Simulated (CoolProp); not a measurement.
Vapour-liquid equilibrium of propane (1) + R152A (2) at 5.2 bar; x and y are mole fractions of (1).

The numbers come from the multi-fluid Helmholtz-energy mixture model, Lemmon 2009 and Outcalt 1996; pair parameters Bell 2016 in CoolProp.

```json
[
 {"x": "0.05", "bubble temperature, mixture model (°C)": "15.3", "bubble temperature, Raoult's law (°C)": "19.4", "y, mixture model": "[?]", "y, Raoult's law": "0.079"},
 {"x": "0.15", "bubble temperature, mixture model (°C)": "[?]", "bubble temperature, Raoult's law (°C)": "17.4", "y, mixture model": "0.383", "y, Raoult's law": "0.225"},
 {"x": "0.25", "bubble temperature, mixture model (°C)": "4.3", "bubble temperature, Raoult's law (°C)": "15.5", "y, mixture model": "[?]", "y, Raoult's law": "0.357"},
 {"x": "0.35", "bubble temperature, mixture model (°C)": "2.0", "bubble temperature, Raoult's law (°C)": "13.7", "y, mixture model": "0.567", "y, Raoult's law": "0.475"},
 {"x": "0.45", "bubble temperature, mixture model (°C)": "0.6", "bubble temperature, Raoult's law (°C)": "11.9", "y, mixture model": "0.615", "y, Raoult's law": "0.581"},
 {"x": "0.55", "bubble temperature, mixture model (°C)": "-0.2", "bubble temperature, Raoult's law (°C)": "10.1", "y, mixture model": "0.654", "y, Raoult's law": "0.676"},
 {"x": "0.65", "bubble temperature, mixture model (°C)": "[?]", "bubble temperature, Raoult's law (°C)": "8.5", "y, mixture model": "0.692", "y, Raoult's law": "0.762"},
 {"x": "0.75", "bubble temperature, mixture model (°C)": "[?]", "bubble temperature, Raoult's law (°C)": "6.8", "y, mixture model": "0.738", "y, Raoult's law": "0.839"},
 {"x": "0.85", "bubble temperature, mixture model (°C)": "[?]", "bubble temperature, Raoult's law (°C)": "5.3", "y, mixture model": "[?]", "y, Raoult's law": "0.908"},
 {"x": "0.95", "bubble temperature, mixture model (°C)": "1.4", "bubble temperature, Raoult's law (°C)": "3.8", "y, mixture model": "0.913", "y, Raoult's law": "0.971"}
]
```

Task: Complete the blanks.

Result: 
- 0.05, y, mixture model: 0.171
- 0.15, bubble temperature, mixture model (°C): 8.3
- 0.25, y, mixture model: 0.498
- 0.65, bubble temperature, mixture model (°C): -0.6
- 0.75, bubble temperature, mixture model (°C): -0.7
- 0.85, bubble temperature, mixture model (°C): -0.3
- 0.85, y, mixture model: 0.803

The largest gap from Raoult's law is -11.7 K in bubble temperature, at x = 0.35. y crosses x between x = 0.65 and 0.75: the model has an azeotrope there.

Pair parameters are fitted to limited data, so mixtures are less certain than the pure fluids.
